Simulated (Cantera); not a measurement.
Cantera run:

```python
import numpy as np
import cantera as ct

gas_names = """
    NH3 OH NO PH3
""".split()
cond_names = """
    P4O10(s)
""".split()


# ... load() reads the species with a 1 bar reference pressure and builds the phases ...
species = {s.name: s for s in load("nasa_gas.yaml", gas_names) + load("nasa_condensed.yaml", cond_names)}
# Each term lists the table entries of one substance; the one whose range holds T is used.
reactions = {
    '11 NH3(g) + 2 P4O10 = 9 OH(g) + 11 NO(g) + 8 PH3(g)':
        [(-11, ['NH3']), (-2, ['P4O10(s)']), (9, ['OH']), (11, ['NO']), (8, ['PH3'])],
}


def pick(names, T):
    return next(species[n] for n in names if species[n].thermo.min_temp <= T <= species[n].thermo.max_temp)


results = []
for label, terms in reactions.items():
    print(label)
    print("     T/K   dH/kJ  dS/(J/K)   dG/kJ   log10 K")
    for T in [375, 425, 475, 525, 575, 625]:
        used = [(nu, pick(names, T)) for nu, names in terms]
        dH = sum(nu * s.thermo.h(T) for nu, s in used) / 1e6
        dS = sum(nu * s.thermo.s(T) for nu, s in used) / 1e3
        dG = dH - T * dS / 1e3
        logK = -dG * 1e6 / (ct.gas_constant * T * np.log(10))
        results.append((label, T, dH, dS, dG, logK, [s.name for _, s in used]))
        print(f"{T:8g} {dH:8.1f} {dS:8.1f} {dG:8.1f} {logK:8.2f}")
```

It prints:

```
11 NH3(g) + 2 P4O10 = 9 OH(g) + 11 NO(g) + 8 PH3(g)
     T/K   dH/kJ  dS/(J/K)   dG/kJ   log10 K
     375   7930.0   3086.1   6772.8  -943.37
     425   7929.3   3084.4   6618.5  -813.43
     475   7926.7   3078.5   6464.4  -710.86
     525   7922.2   3069.5   6310.7  -627.87
     575   7916.1   3058.4   6157.5  -559.35
     625   7908.4   3045.6   6004.9  -501.85
```

Standard-state values (1 bar) from the NASA 1993 polynomials, evaluated with Cantera. Condensed species are held in their standard states even where they would react or evaporate.
